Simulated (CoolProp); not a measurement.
Hexamethyldisiloxane (MM) along the isotherm 620 K: density (kg/m³) from the reference equation and from simpler models built on Tc = 518.7 K, pc = 1.931 MPa, ω = 0.418; each cubic takes its own stable root.

Values from CoolProp's reference Helmholtz-energy equation of state, Thol 2016.

| p (MPa) | phase | reference |
|---|---|---|
| 0.121 | gas | 3.856 |
| 0.241 | gas | 7.773 |
| 0.362 | gas | 11.82 |
| 0.483 | gas | 15.97 |
| 0.603 | gas | 20.18 |
| 0.724 | gas | 24.55 |
| 0.845 | gas | 29.03 |
| 0.966 | gas | 33.62 |

Q: How far does each simpler model (ideal gas, van der Waals, Redlich-Kwong, Soave-Redlich-Kwong, Peng-Robinson) lie from the reference over these 8 states: mean and median of the absolute difference, and the worst?

A: 
- ideal gas: mean 5.3 %, median 5.3 %, worst -9.5 % at 620 K and 0.966 MPa
- van der Waals: mean 0.4 %, median 0.3 %, worst +0.9 % at 620 K and 0.966 MPa
- Redlich-Kwong: mean 0.6 %, median 0.5 %, worst +1.1 % at 620 K and 0.966 MPa
- Soave-Redlich-Kwong: mean 0.6 %, median 0.5 %, worst -1.1 % at 620 K and 0.966 MPa
- Peng-Robinson: mean 0.3 %, median 0.3 %, worst +0.5 % at 620 K and 0.966 MPa
